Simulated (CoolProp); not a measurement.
R1234ze(Z) along the isotherm 282 K: Z from the reference equation and from simpler models built on Tc = 423.3 K, pc = 35.31 bar, ω = 0.327; each cubic takes its own stable root.

Model: reference Helmholtz-energy equation of state, Akasaka 2019, in CoolProp.

```
p (bar)   phase  reference
-------  ------  ---------
0.558       gas     0.9727
1.15     liquid   0.004417
2.35     liquid   0.009024
4.83     liquid    0.01854
9.93     liquid    0.03806
20.4     liquid    0.07801
41.9     liquid     0.1595
86       liquid     0.3244
```

Problem. How far does each simpler model (van der Waals, Redlich-Kwong, Soave-Redlich-Kwong, Peng-Robinson) lie from the reference over these 8 states: mean and median of the absolute difference, and the worst?

Solution. 
- van der Waals: mean 4669.1 %, median 87.3 %, worst +21962.5 % at 282 K and 1.15 bar
- Redlich-Kwong: mean 2739.0 %, median 28.8 %, worst +21740.6 % at 282 K and 1.15 bar
- Soave-Redlich-Kwong: mean 20.1 %, median 23.0 %, worst +23.2 % at 282 K and 1.15 bar
- Peng-Robinson: mean 7.8 %, median 8.9 %, worst +9.0 % at 282 K and 1.15 bar

At some of these states van der Waals, Redlich-Kwong gives the other phase, because its saturation line lies elsewhere.
